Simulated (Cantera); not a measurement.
An isothermal, constant-pressure homogeneous reactor starts with 0.486 % H2, 76.0 % O2, 23.5 % N2, at 1000 K and 240 Pa.

Cantera simulation using the H2/O2 subset of GRI-Mech 3.0, which has no nitrogen chemistry; the numbers are that mechanism's predictions, not measurements. Radical loss at walls, strong at low pressure, is not modelled.

x: mole fraction; the columns are a selection and need not sum to one.

```json
[
 {"t (s)": "1.00e-6", "x H2": "0.00486", "x O2": "0.760", "x H": "<1e-12", "x HO2": "<1e-12", "x OH": "<1e-12"},
 {"t (s)": "4.01e-6", "x H2": "0.00486", "x O2": "0.760", "x H": "<1e-12", "x HO2": "<1e-12", "x OH": "<1e-12"},
 {"t (s)": "1.61e-5", "x H2": "0.00486", "x O2": "0.760", "x H": "<1e-12", "x HO2": "<1e-12", "x OH": "<1e-12"},
 {"t (s)": "6.46e-5", "x H2": "0.00486", "x O2": "0.760", "x H": "<1e-12", "x HO2": "<1e-12", "x OH": "<1e-12"},
 {"t (s)": "0.000259", "x H2": "0.00486", "x O2": "0.760", "x H": "1.46e-12", "x HO2": "1.67e-12", "x OH": "<1e-12"},
 {"t (s)": "0.00104", "x H2": "0.00486", "x O2": "0.760", "x H": "4.21e-12", "x HO2": "6.72e-12", "x OH": "2.56e-12"},
 {"t (s)": "0.00418", "x H2": "0.00486", "x O2": "0.760", "x H": "8.95e-12", "x HO2": "2.70e-11", "x OH": "2.03e-11"},
 {"t (s)": "0.0168", "x H2": "0.00486", "x O2": "0.760", "x H": "3.69e-11", "x HO2": "1.09e-10", "x OH": "1.59e-10"},
 {"t (s)": "0.0673", "x H2": "0.00486", "x O2": "0.760", "x H": "3.62e-9", "x HO2": "5.41e-10", "x OH": "1.77e-8"},
 {"t (s)": "0.270", "x H2": "0.000282", "x O2": "0.756", "x H": "0.000487", "x HO2": "[?]", "x OH": "0.000420"},
 {"t (s)": "1.08", "x H2": "1.24e-5", "x O2": "0.756", "x H": "0.000178", "x HO2": "[?]", "x OH": "0.000167"},
 {"t (s)": "4.35", "x H2": "5.88e-6", "x O2": "0.758", "x H": "5.79e-5", "x HO2": "[?]", "x OH": "0.000115"},
 {"t (s)": "17.4", "x H2": "1.11e-6", "x O2": "0.759", "x H": "4.77e-6", "x HO2": "[?]", "x OH": "5.04e-5"},
 {"t (s)": "70.0", "x H2": "1.04e-7", "x O2": "0.759", "x H": "1.43e-7", "x HO2": "[?]", "x OH": "1.57e-5"}
]
```

### Question
Complete the blanks.

### Answer

- 0.270, x HO2: 3.92e-7
- 1.08, x HO2: 2.08e-7
- 4.35, x HO2: 1.50e-7
- 17.4, x HO2: 6.54e-8
- 70.0, x HO2: 1.61e-8
